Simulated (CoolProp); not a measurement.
Saturation properties of sulfur hexafluoride.

Model: reference Helmholtz-energy equation of state, Guder 2009, in CoolProp.

```csv
T (K),p (kPa),liquid density (kg/m³),vapour Z,surface tension (mN/m),liquid viscosity (µPa s),vapour viscosity (µPa s)
236.8,391.3,1778,0.8983,9.54,337,12.6
239.2,427.5,1765,0.8918,9.18,324,12.8
241.5,464.4,1753,0.8853,8.85,313,12.9
243.9,505.5,1740,0.8783,?,301,13.0
246.3,549.2,1726,0.8710,8.15,290,13.2
248.7,595.6,1713,0.8634,7.81,279,13.3
251.1,644.9,1699,0.8555,7.47,268,13.5
253.5,697.2,1685,0.8473,7.13,257,13.6
255.9,752.6,1671,0.8389,6.80,247,13.7
258.3,811.2,1656,0.8301,6.47,238,13.9
260.7,873.0,1641,0.8210,6.14,228,?
263.1,938.3,?,0.8115,5.82,219,14.2
265.5,1007,1610,0.8017,5.50,211,14.4
267.9,?,1594,0.7916,5.19,202,14.5
```

Task: Complete the blanks.

Result: 
- 243.9, surface tension (mN/m): 8.50
- 260.7, vapour viscosity (µPa s): 14.1
- 263.1, liquid density (kg/m³): 1626
- 267.9, p (kPa): 1080

Viscosity comes from a separate model (Quiñones-Cisneros 2012). Surface tension comes from a separate correlation (Mulero 2012).
